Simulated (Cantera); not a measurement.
Charge: 1 mol BN, 23 mol H₂, at 1575 K and 1.33 mbar.

These are equilibrium values from Cantera (NASA tables, ideal gas, pure condensed phases), not measurements of a reactor. Candidate condensed phases: B, BN; 15 gas species. Mutual solubility and eutectic melting of coexisting phases are not modelled. The tables' values for BH₂ are old estimates; treat these amounts as uncertain. Equilibrium is a limit: real reactors are often held back by kinetics, nucleation or transport.

Base state: H₂ 0.999, H 0.00114, N₂ 2.75e-5, BH₂ 2.07e-5 (mole fractions); condensed: B(s) + BN(s).

Task: What changes in the equilibrium state with this change: temperature from 1575 K to 2100 K?

Result: 
| species | before | after |
|---|---|---|
| H₂ | 0.999 | 0.898 |
| H | 0.00114 | 0.0808 |
| N₂ | 2.75e-5 | 0.0204 |
| BH₂ | 2.07e-5 | 0.000725 |
| B | 1.22e-8 | 0.000487 |
| BH | 7.37e-9 | 2.72e-5 |
| B(s), mol | 0.000782 | 0.970 |
| BN(s), mol | 0.999 | 0 |

Task: What changes in the equilibrium state with this change: pressure from 1.33 mbar to 64.0 mbar?

Result: 
```
species       before     after
----------  --------  --------
H₂             0.999     1.000
H            0.00114  0.000164
BH₂          2.07e-5   7.63e-6
N₂           2.75e-5   4.21e-6
B(s), mol   0.000782         0
BN(s), mol     0.999     1.000
```
